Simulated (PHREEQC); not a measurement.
**Polishing slurry liquid (model solution)**

Make-up at 20 °C: 0.25 mol H2SO4 and 3.3e-06 mol H4SiO4 per kg of water. Closed to the air; pH follows from the charge balance.

All values are PHREEQC results (ion-association model, phreeqc.dat), not measurements.

No solid was allowed to form.

Q: Predict the pH.

A: pH 0.66.

Q: In which forms is S present?

A: HSO4- 87 %, SO4-2 13 % of the S.
